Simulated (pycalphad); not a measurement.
Freezing of Si-Al alloys with rising Al

All values are pycalphad results on the COST 507 light-alloy database (1999) (1 atm), not direct measurements. The database dates from 1999; later assessments differ in places, in temperatures and in the compounds included. Amounts are mole fractions of atoms.

Scheil-Gulliver runs (no diffusion in the solid, steps of 4 K) beside full equilibrium.

| alloy | liquidus (K) | Scheil, half solid (K) | Scheil, 80 % solid (K) | Scheil, invariant end (K) | liquid left at that end | equilibrium solidus (K) |
|---|---|---|---|---|---|---|
| Si-28.55Al (at.%) | (withheld) | (withheld) | at the invariant end | 850 | (withheld) | 850 |
| Si-42.82Al (at.%) | 1406 | 887 | at the invariant end | 850 | 0.49 | 850 |
| Si-57.1Al (at.%) | 1259 | at the invariant end | at the invariant end | 850 | 0.65 | 850 |
| Si-85.65Al (at.%) | 887 | at the invariant end | at the invariant end | 850 | 0.97 | 850 |

Q: Complete the blanks.

A: 
- Si-28.55Al (at.%), liquidus (K): 1524
- Si-28.55Al (at.%), Scheil, half solid (K): 1259
- Si-28.55Al (at.%), liquid left at that end: 0.32
